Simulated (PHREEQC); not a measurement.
## Copper plating or etch bath: an equilibrium model

A solution holds 0.039 mol Cu(NO3)2, 0.0021 mol HBF4 and 0.00059 mol KCl per kg of water, at 16 °C. Closed to the air; pH follows from the charge balance.

Computed with PHREEQC (ion-association model, phreeqc.dat).

Each row changes one thing in this solution. Precipitation was switched off in this run.

| case | pH | ionic strength (mol/kgw) | HF (mol/kgw) | BF4- (mol/kgw) | H3BO3 (mol/kgw) | BF3OH- (mol/kgw) |
|---|---|---|---|---|---|---|
| as made | 2.67 | 0.120 | 0.00221 | 0.00106 | 0.000828 | 0.000145 |
| KCl left out | 2.67 | 0.119 | 0.00221 | 0.00106 | 0.000828 | 0.000145 |
| Cu(NO3)2 from 0.039 to 0.0585 mol/kgw | 2.66 | 0.178 | 0.00215 | 0.00105 | 0.000839 | 0.000145 |
| temperature from 16 to 80 °C | 2.80 | 0.118 | 0.00516 | 0.000328 | 0.00157 | 7.15e-5 |
| Cu(NO3)2 replaced by Cd(NO3)2 at the same molality | 2.67 | 0.113 | 0.00222 | 0.00108 | 0.000813 | 0.000146 |
| KCl from 0.00059 to 0.0059 mol/kgw | 2.67 | 0.125 | 0.00220 | 0.00106 | 0.000827 | 0.000145 |

At this temperature some constants are extrapolated from 25 °C, and those without enthalpy data are left unchanged. Real BF4- forms and hydrolyses slowly; the run takes it at equilibrium.
